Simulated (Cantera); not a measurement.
An isothermal, constant-pressure homogeneous reactor starts with NO : N2 = 1 : 0.37 (molar parts), at 2125 K and 100.0 Torr. Integrator tolerance rtol = 1e-08.

Detailed kinetics in Cantera: GRI-Mech 3.0 (53 species, 325 reactions).

Question: What does this change do: N2 0.37 to 0.81 parts?

Answer: 
| quantity | before | after |
|---|---|---|
| x(NO) at 2.00 s | 0.0532 (gas-phase equilibrium 0.0124) | 0.0537 (gas-phase equilibrium 0.0115) |
| x(O) at 2.00 s | 0.00265 (gas-phase equilibrium 0.00272) | 0.00227 (gas-phase equilibrium 0.00236) |
| x(NO2) at 2.00 s | 3.47e-5 (gas-phase equilibrium 8.33e-6) | 3.01e-5 (gas-phase equilibrium 6.71e-6) |
| x(N2O) at 2.00 s | 1.05e-6 (gas-phase equilibrium 2.25e-7) | 1.12e-6 (gas-phase equilibrium 2.23e-7) |
| x(O2) at 2.00 s | 0.337 (gas-phase equilibrium 0.357) | 0.248 (gas-phase equilibrium 0.269) |
